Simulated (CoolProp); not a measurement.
Vapour-liquid equilibrium of benzene (1) + ethylbenzene (2) at 0.0714 MPa; x and y are mole fractions of (1).

Model: multi-fluid Helmholtz-energy mixture model, Thol 2012 and Zhou 2012; pair parameters Bell 2016, in CoolProp.

| x | bubble temperature, mixture model (K) | bubble temperature, Raoult's law (K) | y, mixture model | y, Raoult's law |
|---|---|---|---|---|
| 0.05 | 392.1 | 390.9 | 0.168 | 0.199 |
| 0.125 | 385.6 | 383.5 | 0.367 | 0.413 |
| 0.2 | 379.8 | 377.2 | 0.517 | 0.562 |
| 0.275 | 374.6 | 371.7 | 0.631 | 0.668 |
| 0.35 | 369.8 | 367.1 | 0.720 | 0.746 |
| 0.425 | 365.4 | 362.9 | 0.789 | 0.806 |
| 0.5 | 361.4 | 359.3 | 0.842 | 0.852 |
| 0.575 | 357.7 | 356.0 | 0.884 | 0.889 |
| 0.65 | 354.4 | 353.1 | 0.918 | 0.918 |
| 0.725 | 351.3 | 350.4 | 0.944 | 0.942 |
| 0.8 | 348.5 | 347.9 | 0.964 | 0.962 |
| 0.875 | 346.0 | 345.7 | 0.980 | 0.978 |
| 0.95 | 343.7 | 343.6 | 0.993 | 0.992 |

The largest gap from Raoult's law is +2.9 K in bubble temperature, at x = 0.275. No azeotrope shows between x = 0.05 and 0.95.

The pair parameters rest on a limited set of measurements; away from them the model extrapolates.
